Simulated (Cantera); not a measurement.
**Reactions in the system H-N-S**

Standard-state values (1 bar) from the NASA 1993 polynomials, evaluated with Cantera. Values are per mole of reaction as written; species without (g) are pure solids or liquids, kept so even where they would boil at 1 bar.

2 NH3(g) + 3 S = 2 N(g) + 3 H2S(g)

| T (K) | ΔH° (kJ) | ΔS° (J/K) | ΔG° (kJ) | log10 K |
|---|---|---|---|---|
| 748 | 955.4 | 399.5 | 656.6 | -45.85 |
| 798 | 954.2 | 397.9 | 636.6 | -41.67 |
| 848 | 952.7 | 396.2 | 616.8 | -37.99 |
| 898 | 951.1 | 394.3 | 597.0 | -34.73 |
| 948 | 949.2 | 392.3 | 577.4 | -31.81 |
| 998 | 947.6 | 390.6 | 557.8 | -29.19 |

2 NH3(g) = 2 N(g) + 3 H2(g)

| T (K) | ΔH° (kJ) | ΔS° (J/K) | ΔG° (kJ) | log10 K |
|---|---|---|---|---|
| 748 | 1057.0 | 355.5 | 791.1 | -55.24 |
| 798 | 1058.5 | 357.4 | 773.3 | -50.61 |
| 848 | 1059.8 | 359.1 | 755.4 | -46.53 |
| 898 | 1061.1 | 360.5 | 737.4 | -42.89 |
| 948 | 1062.3 | 361.8 | 719.3 | -39.63 |
| 998 | 1063.3 | 362.8 | 701.2 | -36.70 |

S + H2(g) = H2S(g)

```json
[
 {"T (K)": "748", "ΔH° (kJ)": "-33.9", "ΔS° (J/K)": "14.7", "ΔG° (kJ)": "-44.8", "log10 K": "3.13"},
 {"T (K)": "798", "ΔH° (kJ)": "-34.8", "ΔS° (J/K)": "13.5", "ΔG° (kJ)": "-45.5", "log10 K": "2.98"},
 {"T (K)": "848", "ΔH° (kJ)": "-35.7", "ΔS° (J/K)": "12.4", "ΔG° (kJ)": "-46.2", "log10 K": "2.85"},
 {"T (K)": "898", "ΔH° (kJ)": "-36.7", "ΔS° (J/K)": "11.2", "ΔG° (kJ)": "-46.8", "log10 K": "2.72"},
 {"T (K)": "948", "ΔH° (kJ)": "-37.7", "ΔS° (J/K)": "10.2", "ΔG° (kJ)": "-47.3", "log10 K": "2.61"},
 {"T (K)": "998", "ΔH° (kJ)": "-38.6", "ΔS° (J/K)": "9.2", "ΔG° (kJ)": "-47.8", "log10 K": "2.50"}
]
```

H2S(g) = 2 H(g) + S

```json
[
 {"T (K)": "748", "ΔH° (kJ)": "475.4", "ΔS° (J/K)": "95.4", "ΔG° (kJ)": "404.0", "log10 K": "-28.21"},
 {"T (K)": "798", "ΔH° (kJ)": "476.9", "ΔS° (J/K)": "97.4", "ΔG° (kJ)": "399.2", "log10 K": "-26.13"},
 {"T (K)": "848", "ΔH° (kJ)": "478.4", "ΔS° (J/K)": "99.2", "ΔG° (kJ)": "394.3", "log10 K": "-24.29"},
 {"T (K)": "898", "ΔH° (kJ)": "480.0", "ΔS° (J/K)": "101.0", "ΔG° (kJ)": "389.3", "log10 K": "-22.64"},
 {"T (K)": "948", "ΔH° (kJ)": "481.6", "ΔS° (J/K)": "102.7", "ΔG° (kJ)": "384.2", "log10 K": "-21.17"},
 {"T (K)": "998", "ΔH° (kJ)": "483.0", "ΔS° (J/K)": "104.2", "ΔG° (kJ)": "379.0", "log10 K": "-19.84"}
]
```
